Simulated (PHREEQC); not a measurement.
## Leach liquor: speciation

Make-up at 30 °C: 0.004 mol HCl, 0.0015 mol ZnSO4 and 0.00016 mol Na2SO4 per kg of water. Closed to the air; pH follows from the charge balance.

Computed with PHREEQC (ion-association model, wateq4f.dat).

This is a speciation only: nothing precipitates in the calculation.

Estimate the pH, ionic strength.

pH 2.47; ionic strength 0.00912 mol/kgw.

In which forms is Zn present?

Zn+2 88 %, ZnSO4 11 %, ZnCl+ 0.8 % of the Zn.
